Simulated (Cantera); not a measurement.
Charge: 1 mol Pb, 2.5 mol CO2, 1.6 mol CO, at 34.5 Torr.

These are equilibrium values from Cantera (NASA tables, ideal gas, pure condensed phases), not measurements of a reactor. Candidate condensed phases: C, Pb, PbO, PbO2, Pb3O4; 15 gas species. Rates play no part. All values below are at 1075 K.

Base state: CO2 0.609, CO 0.390, Pb 0.00165 (mole fractions); condensed: Pb(l).

What changes in the equilibrium state with this change: Pb replaced by Cu?


```
species      before  after
----------  -------  -----
CO2           0.609  0.610
CO            0.390  0.390
Pb          0.00165      0
Pb(l), mol    0.993      0
Cu(s), mol        0   1.00
```
Further candidate phases: Cu, CuO, Cu2O.
